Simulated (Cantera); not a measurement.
Feed: 1 mol MgF₂, 0.5 mol N₂, held at 1673.15 K and 0.000170 bar.

Method: chemical equilibrium by Gibbs-energy minimisation in Cantera with the NASA 1993 tables (ideal gas, pure condensed phases). Candidate condensed phases: Mg, MgF₂; 13 gas species. Rates play no part.

Base state: MgF₂ 0.666, N₂ 0.333, F 0.000168, MgF 0.000165, Mg₂F₄ 4.64e-5 (mole fractions); condensed: gas only.

### Question
What changes in the equilibrium state with this change: 0.0053 mol H₂ added?

### Answer
| species | before | after |
|---|---|---|
| MgF₂ | 0.666 | 0.656 |
| N₂ | 0.333 | 0.331 |
| HF | 0 | 0.00701 |
| MgF | 0.000165 | 0.00468 |
| Mg | 1.43e-6 | 0.00117 |
| F | 0.000168 | 5.81e-6 |
| Mg₂F₄ | 4.64e-5 | 4.50e-5 |

### Question
What changes in the equilibrium state with this change: 0.00052 mol NH₃ added?

### Answer
```json
[
 {"species": "MgF₂", "before": "0.666", "after": "0.665"},
 {"species": "N₂", "before": "0.333", "after": "0.333"},
 {"species": "HF", "before": "0", "after": "0.00104"},
 {"species": "MgF", "before": "0.000165", "after": "0.000968"},
 {"species": "Mg", "before": "1.43e-6", "after": "4.94e-5"},
 {"species": "F", "before": "0.000168", "after": "2.85e-5"},
 {"species": "Mg₂F₄", "before": "4.64e-5", "after": "4.62e-5"}
]
```
